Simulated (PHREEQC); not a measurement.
# Leach liquor: an equilibrium model

Make-up at 38 °C: 0.15 mol/kgw H2SO4, 0.00012 mol/kgw Al2(SO4)3 and 0.00066 mol/kgw Fe2(SO4)3. Closed to the air; pH follows from the charge balance.

Model: ion-association model, phreeqc.dat, run in PHREEQC.

```
Property                      Value
--------------------  -------------
pH                             0.87
ionic strength        0.190 mol/kgw
specific conductance    70100 µS/cm
density                 1.002 g/cm³
total alkalinity        -303 meq/kg
```

```csv
species,molality,activity,log γ
H+,0.168,0.134,-0.099
HSO4-,0.132,0.0978,-0.129
SO4-2,0.0192,0.00559,-0.537
FeSO4+,0.000633,0.000467,-0.132
FeHSO4+2,0.000559,0.000171,-0.515
AlSO4+,0.000161,0.000117,-0.138
Fe(SO4)2-,8.06e-5,5.99e-5,-0.129
Fe+3,4.51e-5,5.78e-6,-0.892
Al+3,4.39e-5,5.63e-6,-0.892
Al(SO4)2-,3.01e-5,2.19e-5,-0.138
AlHSO4+2,5.20e-6,1.59e-6,-0.515
```

This is a speciation only: nothing precipitates in the calculation. At this temperature some constants are extrapolated from 25 °C, and those without enthalpy data are left unchanged.
